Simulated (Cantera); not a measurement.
# Thermodynamics of silicon etching in halogen gases, feed Si + Cl2

Feed: 1 mol Si, a varied amount of Cl2, equilibrated at 0.000210 bar.

These are equilibrium values from Cantera (NASA tables, ideal gas, pure condensed phases), not measurements of a reactor. Candidate condensed phases: Si; 9 gas species. The tables' values for SiCl3 are old estimates. Rates play no part.

Stable condensed phases:

```
T in °C \ n(Cl2) in mol
         0.68 0.78 0.89    1  1.2  1.4  1.6  1.8  2.1  2.4  2.7
   1327     A    A    A    A    B    B    B    B    B    B    B
   1252     A    A    A    A    B    B    B    B    B    B    B
   1177     A    A    A    A    B    B    B    B    B    B    B
   1102     A    A    A    A    B    B    B    B    B    B    B
   1027     A    A    A    A    B    B    B    B    B    B    B
    952     A    A    A    A    A    B    B    B    B    B    B
    877     A    A    A    A    A    A    B    B    B    B    B
    802     A    A    A    A    A    A    A    B    B    B    B
    727     A    A    A    A    A    A    A    A    B    B    B
```

A: Si; B: gas only.
